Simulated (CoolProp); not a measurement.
Vapour-liquid equilibrium of p-xylene (1) + n-undecane (2) at 6.27 bar; x and y are mole fractions of (1).

Values from CoolProp's multi-fluid Helmholtz-energy mixture model, Zhou 2012 and Aleksandrov 2011; pair parameters Bell 2016.

```
x      bubble temperature (K)  y at the bubble point  dew temperature at overall composition x (K)  liquid density (mol/L)
-----  ----------------------  ---------------------  --------------------------------------------  ----------------------
0.05                    556.5                  0.094                                         558.4                   3.305
0.125                   550.6                  0.225                                         555.1                   3.467
0.2                     544.8                  0.345                                         551.8                   3.637
0.275                   539.2                  0.451                                         548.2                   3.815
0.35                    533.8                  0.546                                         544.5                   4.002
0.425                   528.5                  0.630                                         540.6                   4.200
0.5                     523.5                  0.704                                         536.5                   4.409
0.575                   518.7                  0.768                                         532.0                   4.631
0.65                    514.1                  0.824                                         527.2                   4.867
0.725                   509.8                  0.872                                         522.0                   5.119
0.8                     505.7                  0.914                                         516.1                   5.388
0.875                   501.7                  0.951                                         509.5                   5.677
0.95                    498.1                  0.982                                         501.8                   5.988
```

No azeotrope shows between x = 0.05 and 0.95.

The pair parameters rest on a limited set of measurements; away from them the model extrapolates.
